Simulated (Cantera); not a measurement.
A diamond (100) surface in a fixed gas of H2 with x(CH4) = 0.0036, x(H) = 0.002, x(CH3) = 4.2e-05, at 1400 K; coverages are run to steady state.

Cantera simulation using the Harris–Goodwin 1993 mechanism for the reconstructed diamond (100) surface; the numbers are that mechanism's predictions, not measurements.

θ: site fractions in the mechanism's names (c6HH fully hydrogenated, c6H* and c6*H radical sites, c6** diradical, c6HM methylated).

| P (Pa) | growth (µm/h) | θ c6HH | θ c6H* | θ c6*H | θ c6** |
|---|---|---|---|---|---|
| 960 | ___ | 0.368 | 0.0578 | 0.529 | 0.0451 |
| 1500 | ___ | 0.369 | 0.0577 | 0.528 | 0.0451 |
| 2300 | ___ | 0.369 | 0.0577 | 0.528 | 0.0450 |
| 3600 | ___ | 0.369 | 0.0577 | 0.528 | 0.0450 |
| 5600 | ___ | 0.369 | 0.0577 | 0.528 | 0.0450 |
| 8700 | ___ | 0.369 | 0.0577 | 0.528 | 0.0449 |
| 14000 | ___ | 0.369 | 0.0577 | 0.528 | 0.0449 |
| 21000 | ___ | 0.369 | 0.0578 | 0.528 | 0.0449 |

### Question
What belongs in the gaps?

### Answer

- 960, growth (µm/h): 0.0157
- 1500, growth (µm/h): 0.0342
- 2300, growth (µm/h): 0.0696
- 3600, growth (µm/h): 0.140
- 5600, growth (µm/h): 0.269
- 8700, growth (µm/h): 0.494
- 14000, growth (µm/h): 0.926
- 21000, growth (µm/h): 1.56
